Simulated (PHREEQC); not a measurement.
## Arsenic or selenium liquor (model solution)

Solution (30 °C): 0.00056 mol H2SeO4, 0.24 mol NaOH and 0.0061 mol FeCl3 per kg of water. Closed to the air; pH follows from the charge balance.

Computed with PHREEQC (ion-association model, wateq4f.dat).

This is a speciation only: nothing precipitates in the calculation.

Predict the pH.

pH 13.01.

The solution is supersaturated, for example in Fe(OH)3(a), Hematite (slow to form), so a real one may precipitate; this is no full list.
